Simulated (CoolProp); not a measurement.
Properties of R236EA along the isotherm 412 K (Tc = 412.4 K, pc = 3414 kPa, ω = 0.368).

Computed with CoolProp (reference Helmholtz-energy equation of state, Rui 2013).

```tsv
p (kPa)	phase	speed of sound (m/s)	isothermal compressibility (1/MPa)	expansivity (1/kK)	viscosity (µPa s)	conductivity (mW/(m K))
341	gas	149.6	3.042	2.763	15.2	23.1
683	gas	144.6	1.584	3.178	15.4	23.2
1020	gas	139.3	1.114	3.693	15.5	23.5
1370	gas	133.4	0.8809	4.391	15.7	23.8
1710	gas	127.1	0.7589	5.317	16.0	24.3
2050	gas	120.0	0.6949	6.656	16.4	25.1
2390	gas	112.0	0.6770	8.785	17.0	26.2
2730	gas	102.4	0.7188	12.78	18.0	28.2
3070	gas	90.24	0.9211	23.65	19.9	32.2
3760	liquid	124.6	0.1797	23.43	70.6	46.0
4100	liquid	147.9	0.1045	15.68	77.6	46.3
4440	liquid	165.3	0.07513	12.37	82.8	47.0
4780	liquid	179.5	0.05920	10.46	87.1	47.6
5120	liquid	191.8	0.04911	9.193	90.8	48.2
```

Viscosity comes from a separate model (Huber 2003), an estimate that may be off by 10 % or more. Thermal conductivity comes from a separate model (Huber 2003), an estimate that may be off by 10 % or more.
